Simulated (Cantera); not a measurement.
## Ignition delay

Mixture: CH4 : CO : O2 : N2 : H2O = 1 : 0.034 : 2.65 : 9.98 : 0.54 (molar parts), equivalence ratio 0.76, at 26.6 atm, adiabatic and at constant volume. Ignition delay is the time to a rise of 400 K.

Detailed kinetics in Cantera: GRI-Mech 3.0 (53 species, 325 reactions). The pressure lies above the range GRI-Mech 3.0 was tuned for (to about 10 atm).

| T0 (K) | delay (ms) |
|---|---|
| 1100 | 5.80 |
| 1150 | 2.82 |
| 1200 | 1.46 |
| 1250 | 0.803 |
| 1300 | 0.461 |
| 1350 | 0.274 |
| 1400 | 0.168 |
| 1450 | 0.106 |

```json
{
  "apparent activation energy between 1350 and 1450 K": "160 kJ/mol"
}
```
